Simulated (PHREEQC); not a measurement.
**Phosphoric acid bath: speciation**

Solution (25 °C): 39 mmol/kgw H3PO4, 11 mmol/kgw H2SO4 and 120 mmol/kgw ZnSO4. Closed to the air; pH follows from the charge balance.

Model: ion-association model, wateq4f.dat, run in PHREEQC.

Precipitation was switched off in this run.

Q: What pH, ionic strength does the model give?

A: pH 1.85; ionic strength 0.258 mol/kgw.

Q: In which forms is Zn present?

A: Zn+2 52 %, ZnSO4 37 %, Zn(SO4)2-2 11 % of the Zn.

H3PO4, which wateq4f.dat lacks, is added to it with the constant of phreeqc.dat. The database has no phosphate complexes of Zn.
